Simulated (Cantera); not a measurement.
Input: 1 mol SiHCl3, 0.27 mol HCl, a varied amount of H2, at 1050 °C and 0.00150 bar.

Cantera equilibrium calculation (NASA polynomials, part measured and part estimated; ideal gas, pure solids and liquids). Candidate condensed phases: Si; 19 gas species. Kinetics and transport are ignored.

Task: What share of the Si ends up in condensed phases as a function of n(H2) (mol), at 4.1, 5.9, 7.8, 9.6, 11, 13, 15, 17, 19, 21, 22, 24, 26?

Result: 
```tsv
n(H2) (mol)	Si condensed (%)	as
4.1	1.2	Si(s)
5.9	8.5	Si(s)
7.8	14.9	Si(s)
9.6	20.0	Si(s)
11	23.5	Si(s)
13	27.9	Si(s)
15	31.8	Si(s)
17	35.2	Si(s)
19	38.3	Si(s)
21	41.1	Si(s)
22	42.3	Si(s)
24	44.7	Si(s)
26	46.9	Si(s)
```
